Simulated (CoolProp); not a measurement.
Oxygen along the isobar 0.576 MPa: Z from the reference equation and from simpler models built on Tc = -118.6 °C, pc = 5.046 MPa, ω = 0.022; each cubic takes its own stable root.

The numbers come from the reference Helmholtz-energy equation of state, Schmidt 1985 in CoolProp.

| T (°C) | phase | reference |
|---|---|---|
| -176.75 | liquid | 0.02070 |
| -166.65 | liquid | 0.01971 |
| -156.45 | gas | 0.9063 |
| -146.35 | gas | 0.9279 |
| -136.25 | gas | 0.9432 |
| -126.05 | gas | 0.9545 |
| -115.95 | gas | 0.9629 |
| -105.75 | gas | 0.9695 |
| -95.65 | gas | 0.9746 |
| -85.55 | gas | 0.9787 |
| -75.35 | gas | 0.9821 |
| -65.25 | gas | 0.9848 |
| -55.15 | gas | 0.9871 |
| -44.95 | gas | 0.9890 |
| -34.85 | gas | 0.9906 |
| -24.75 | gas | 0.9919 |

Question: How far does each simpler model (van der Waals, Redlich-Kwong, Peng-Robinson) lie from the reference over these 16 states: mean and median of the absolute difference, and the worst?

Answer: 
- van der Waals: mean 286.3 %, median 0.2 %, worst +4527.1 % at -166.65 °C and 0.576 MPa
- Redlich-Kwong: mean 0.1 %, median 0.1 %, worst -0.8 % at -176.75 °C and 0.576 MPa
- Peng-Robinson: mean 1.7 %, median 0.4 %, worst -11.2 % at -176.75 °C and 0.576 MPa

At some of these states van der Waals gives the other phase, because its saturation line lies elsewhere.
